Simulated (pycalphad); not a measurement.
## Freezing of Si-Al alloys with rising Al

CALPHAD calculation (pycalphad, COST 507 light-alloy database (1999)), 1 atm. These are 1990s assessments: newer ones move some temperatures and phases. Amounts are mole fractions of atoms.

Scheil-Gulliver runs (no diffusion in the solid, steps of 4 K) beside full equilibrium.

| alloy | liquidus (°C) | Scheil, half solid (°C) | Scheil, 80 % solid (°C) | Scheil, invariant end (°C) | liquid left at that end | equilibrium solidus (°C) |
|---|---|---|---|---|---|---|
| Si-31.2Al (at.%) | 1231 | 925 | at the invariant end | 577 | 0.35 | 577 |
| Si-46.8Al (at.%) | 1095 | at the invariant end | at the invariant end | 577 | 0.53 | 577 |
| Si-62.4Al (at.%) | 925 | at the invariant end | at the invariant end | 577 | 0.71 | 577 |
